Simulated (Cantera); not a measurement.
A closed system holds: 1 mol acetone, 0.3 mol O₂, 2.8 mol N₂, held at 0.360 bar.

These are equilibrium values from Cantera (NASA tables, ideal gas, pure condensed phases), not measurements of a reactor. Candidate condensed phases: C, C₆H₆, C₇H₈, C₈H₁₈, H₂O; 136 gas species. The feed counts by its element totals alone. The numbers say what is thermodynamically allowed, not how fast it happens.

**Question.** What share of the C ends up in condensed phases as a function of T (K), at 2125, 2200, 2275, 2350, 2425, 2500, 2575, 2650, 2725?

**Answer.** 
```tsv
T (K)	C condensed (%)	as
2125	43.9	C(graphite)
2200	43.1	C(graphite)
2275	42.0	C(graphite)
2350	40.7	C(graphite)
2425	39.2	C(graphite)
2500	37.4	C(graphite)
2575	35.3	C(graphite)
2650	32.9	C(graphite)
2725	30.2	C(graphite)
```
